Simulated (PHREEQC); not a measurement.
Make-up at 25 °C: 3.4 mmol/kgw H2S. Closed to the air; pH follows from the charge balance.

Equilibrium calculation in PHREEQC: ion-association model, phreeqc.dat.

```
quantity                   before    after
------------------------  -------  -------
ionic strength (mol/kgw)  1.98e-5  8.79e-6
HS- (mol/kgw)             1.98e-5  8.79e-6
```

Problem. Name the change that produced these shifts.
A) 0.00032 mol/kgw KOH added
B) diluted 5-fold with water
C) H2S from 0.0034 to 0.00374 mol/kgw
D) diluted 100-fold with water

Solution. B, diluted 5-fold with water

No solid was allowed to form.
